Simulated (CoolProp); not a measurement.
Sulfur dioxide along the isotherm 475.1 K: fugacity coefficient from the reference equation and from simpler models built on Tc = 430.6 K, pc = 78.87 bar, ω = 0.256; each cubic takes its own stable root.

Values from CoolProp's reference Helmholtz-energy equation of state, Gao 2016.

```json
[
 {"p (bar)": "3.94", "phase": "gas", "reference": "0.9878"},
 {"p (bar)": "7.89", "phase": "gas", "reference": "0.9756"},
 {"p (bar)": "11.8", "phase": "gas", "reference": "0.9636"},
 {"p (bar)": "15.8", "phase": "gas", "reference": "0.9514"},
 {"p (bar)": "19.7", "phase": "gas", "reference": "0.9395"},
 {"p (bar)": "23.7", "phase": "gas", "reference": "0.9275"},
 {"p (bar)": "27.6", "phase": "gas", "reference": "0.9157"},
 {"p (bar)": "31.5", "phase": "gas", "reference": "0.9041"},
 {"p (bar)": "35.5", "phase": "gas", "reference": "0.8921"},
 {"p (bar)": "39.4", "phase": "gas", "reference": "0.8806"}
]
```

Problem. How far does each simpler model (van der Waals, Redlich-Kwong, Soave-Redlich-Kwong, Peng-Robinson) lie from the reference over these 10 states: mean and median of the absolute difference, and the worst?

Solution. 
- van der Waals: mean 0.3 %, median 0.3 %, worst +0.5 % at 475.1 K and 39.4 bar
- Redlich-Kwong: mean 0.3 %, median 0.3 %, worst -0.5 % at 475.1 K and 39.4 bar
- Soave-Redlich-Kwong: mean 0.1 %, median 0.1 %, worst +0.2 % at 475.1 K and 39.4 bar
- Peng-Robinson: mean 0.8 %, median 0.8 %, worst -1.4 % at 475.1 K and 39.4 bar
